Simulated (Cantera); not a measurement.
Reactions in the system Fe-N-O

Standard-state values (1 bar) from the NASA 1993 polynomials, evaluated with Cantera. Values are per mole of reaction as written; species without (g) are pure solids or liquids, kept so even where they would boil at 1 bar.

6 NO(g) + 4 Fe ⇌ 2 Fe2O3 + 3 N2(g)

```tsv
T (K)	ΔH° (kJ)	ΔS° (J/K)	ΔG° (kJ)	log10 K	condensed phases
1375	-2163.9	-568.8	-1381.8	52.49	Fe(γ), Fe2O3(s)
1475	-2160.8	-566.6	-1325.0	46.92	Fe(γ), Fe2O3(s)
1575	-2158.0	-564.8	-1268.4	42.07	Fe(γ), Fe2O3(s)
1675	-2159.0	-565.4	-1212.0	37.80	Fe(δ), Fe2O3(s)
1775	-2158.0	-564.8	-1155.5	34.00	Fe(δ), Fe2O3(s)
```
